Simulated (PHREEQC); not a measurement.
A made-up water analysis in mmol/kgw, 25 °C, pH 3.58, pe 8.4: Na 17.7; K 0.00971; Ca 1.3; Mg 8.18; Cl 9.66; S(6) 15.3; Br 0.0184; Zn 0.0123; Fe(3) 0.794.

Valence states are taken as typed.

Model: ion-association model, phreeqc.dat, run in PHREEQC.

```tsv
quantity	before	after
ionic strength (mol/kgw)	0.0490	0.0923
SO4-2 (mol/kgw)	0.0109	0.0202
Mg+2 (mol/kgw)	0.00520	0.00944
MgSO4 (mol/kgw)	0.00298	0.00696
Ca+2 (mol/kgw)	0.000912	0.00169
NaSO4- (mol/kgw)	0.000438	0.00132
SI of Gypsum (CaSO4:2H2O)	-1.08	-0.70
```

**Question.** Name the change that produced these shifts.
(A) all concentrations times 2 at the same typed pH
(B) temperature from 25 to 40 °C at the same typed pH
(C) Mg from 8.18 to 4.09 mmol/kgw

**Answer.** A, all concentrations times 2 at the same typed pH

Precipitation was switched off in this run. Some of these states are supersaturated (in Jarosite-K, Fe(OH)3(a), for instance).
